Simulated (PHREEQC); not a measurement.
Brackish or sea water: speciation

Synthetic water in mg/kgw, 25 °C, pH 5.96, pe 9.1:

```json
[
 {"constituent": "Na", "mg/kgw": "1970"},
 {"constituent": "K", "mg/kgw": "45.5"},
 {"constituent": "Ca", "mg/kgw": "110"},
 {"constituent": "Mg", "mg/kgw": "108"},
 {"constituent": "Cl", "mg/kgw": "3610"},
 {"constituent": "S(6) as SO4", "mg/kgw": "218"},
 {"constituent": "Alkalinity as HCO3", "mg/kgw": "2.36e-05"},
 {"constituent": "Li", "mg/kgw": "13.6"}
]
```

Valence states are taken as typed.

Equilibrium calculation in PHREEQC: ion-association model, phreeqc.dat.

This is a speciation only: nothing precipitates in the calculation.

Problem. What specific conductance, charge-balance error does the model give?

Solution. specific conductance 10800 µS/cm; charge-balance error -1.5 %.

Problem. In which forms is C present?

Solution. CO2 64 %, HCO3- 34 %, NaHCO3 1.0 %, MgHCO3+ 0.7 % of the C.

Complexes and solids missing from the database can't appear.
